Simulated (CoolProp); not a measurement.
Properties of 1,2-dichloroethane along the isobar 1940 kPa.

Model: reference Helmholtz-energy equation of state, Thol 2015, in CoolProp.

```tsv
T (°C)	phase	Z	cp (kJ/(kg K))	speed of sound (m/s)	isothermal compressibility (1/MPa)	expansivity (1/kK)	fugacity coefficient
140.45	liquid	0.05253	1.448	760.8	0.002440	1.740	0.2254
152.75	liquid	0.05216	1.471	713.5	0.002851	1.858	0.2881
165.15	liquid	0.05191	1.497	665.6	0.003376	1.998	0.3620
177.45	liquid	0.05180	1.527	617.6	0.004050	2.167	0.4463
189.85	liquid	0.05185	1.562	568.6	0.004960	2.379	0.5423
202.15	liquid	0.05209	1.605	518.9	0.006222	2.655	0.6484
214.55	liquid	0.05258	1.663	466.7	0.008123	3.046	0.7658
226.85	gas	0.7685	1.268	170.7	0.7197	4.759	0.8135
```
